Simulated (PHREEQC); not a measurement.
Consider water at 80 °C with 0.0781 mol NaHSO4 and 0.021 mol NaF per kg of water. Closed to the air; pH follows from the charge balance.

Model: ion-association model, phreeqc.dat, run in PHREEQC.

No solid was allowed to form.

Question: Order these S species by the share of S that they hold, largest first: SO4-2, HSO4-, NaSO4-.

Answer: HSO4- (58 %), SO4-2 (35 %), NaSO4- (6.7 %)

The pH is 2.00 and the ionic strength 0.134 mol/kgw. At this temperature some constants are extrapolated from 25 °C, and those without enthalpy data are left unchanged.
